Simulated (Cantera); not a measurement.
A closed system holds: 1 mol SiCl4, 0.42 mol O3, held at 1330 Pa.

Cantera equilibrium calculation (NASA polynomials, part measured and part estimated; ideal gas, pure solids and liquids). Candidate condensed phases: Si, SiO2; 15 gas species. The tables hold silica as quartz up to 1696 K and as liquid above; real silica turns to tridymite and cristobalite and melts near 1996 K. Rates play no part. All values below are at 1025 °C.

Base state: Cl2 0.695, SiCl4 0.217, Cl 0.0880 (mole fractions); condensed: SiO2(β-quartz).

**Question.** What changes in the equilibrium state with this change: 0.45 mol H2O added?

**Answer.** 
```
species              before   after
-------------------  ------  ------
Cl2                   0.695   0.490
HCl                       0   0.376
Cl                   0.0880  0.0738
SiCl4                 0.217  0.0606
SiO2(β-quartz), mol   0.630   0.855
```
Further candidate phases: H2O.
